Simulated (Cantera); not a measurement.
What does this Cantera script print?

```python
import numpy as np
import cantera as ct

gas_names = """
    H H2 N NH NH2 NH3 N2 N2H2 N2H4 Si SiH SiH2 SiH3 SiH4 SiN Si2 Si2N Si3
""".split()
cond_names = """
    Si(cr) Si(L) Si3N4(a)
""".split()


# ... load() reads the species with a 1 bar reference pressure and builds the phases ...
atoms = {
    'SiH4': {'Si': 1, 'H': 4},
    'N2': {'N': 2},
    'H2': {'H': 2},
}
top_T = {'Si3N4(a)': 2400}  # K; cautious upper limits of use, not melting points


# ... equilibrate(T, P, feed) seeds the gas with the atoms and calls Mixture.equilibrate('TP', solver="vcs", rtol=1e-11, max_steps=5000) ...
results = []
feed = {'SiH4': 1, 'N2': 0.55, 'H2': 0.15}  # mol
T = 1123  # K
P = 23000  # Pa
mix = equilibrate(T, P, feed)
results.append((T, P, feed, dict(zip(mix.species_names, mix.species_moles))))
x = sorted(zip(gas.X, gas.species_names), reverse=True)
print(f"T = {T:g} K  P = {P:g} Pa  gas = {mix.phase_moles(0):.4g} mol")
print("   x: " + "  ".join(f"{s} {v:.3e}" for v, s in x if v > 1e-06))
print("   condensed (mol): " + ("  ".join(f"{mix.phase(i).name} {mix.phase_moles(i):.4g}"
      for i in range(1, mix.n_phases) if mix.phase_moles(i) > 1e-12) or "none"))
```

Output:

```
T = 1123 K  P = 23000 Pa  gas = 2.15 mol
   x: H2 1.000e+00
   condensed (mol): Si(cr) 0.175  Si3N4(a) 0.275
```

Cantera equilibrium calculation (NASA polynomials, part measured and part estimated; ideal gas, pure solids and liquids). N2 is the only nitrogen source here; it is nearly inert below about 1500 K, so the nitride shown seldom forms there in practice. Mutual solubility and eutectic melting of coexisting phases are not modelled.
